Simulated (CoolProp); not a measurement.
Computed with CoolProp (reference Helmholtz-energy equation of state, Thol 2016).

Problem. For hexamethyldisiloxane (MM), give the phase and the Z, cp (kJ/(kg K)), cv (kJ/(kg K)), isothermal compressibility (1/MPa) at 620 K and 7240 kPa; 620 K and 8450 kPa.

Solution. 
- 620 K and 7240 kPa: supercritical; Z 0.633, cp 2.69, cv 2.27, isothermal compressibility 0.0818
- 620 K and 8450 kPa: supercritical; Z 0.682, cp 2.65, cv 2.27, isothermal compressibility 0.0548
